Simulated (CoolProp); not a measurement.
Vapour-liquid equilibrium of acetone (1) + toluene (2) at 0.344 MPa; x and y are mole fractions of (1).

Model: multi-fluid Helmholtz-energy mixture model, Lemmon 2006 and Lemmon 2006; pair parameters Bell 2016, in CoolProp.

```csv
x,bubble temperature (K),y at the bubble point,dew temperature at overall composition x (K),liquid density (mol/L)
0.05,424.2,0.204,431.1,8.083
0.2,405.9,0.539,424.4,8.647
0.35,394.8,0.700,416.9,9.181
0.5,387.1,0.798,408.3,9.734
0.65,381.2,0.869,398.5,10.33
0.8,376.1,0.929,387.0,11.00
0.95,371.5,0.983,374.3,11.74
```

No azeotrope shows between x = 0.05 and 0.95.

Pair parameters are fitted to limited data, so mixtures are less certain than the pure fluids.
